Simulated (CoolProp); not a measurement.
Computed with CoolProp (reference Helmholtz-energy equation of state, Lemmon 2006). It is a short technical equation, of lower accuracy than the large ones.

### Question
Give the vapour pressure (bar), vapour density (kg/m³), enthalpy of vaporisation (kJ/kg), liquid cp (kJ/(kg K)) of saturated carbon monoxide at -171.35, -155.75 °C.

### Answer
```csv
T (°C),p (bar),vapour density (kg/m³),enthalpy of vaporisation (kJ/kg),liquid cp (kJ/(kg K))
-171.35,6.20,24.1,181,2.34
-155.75,16.3,66.8,139,2.96
```
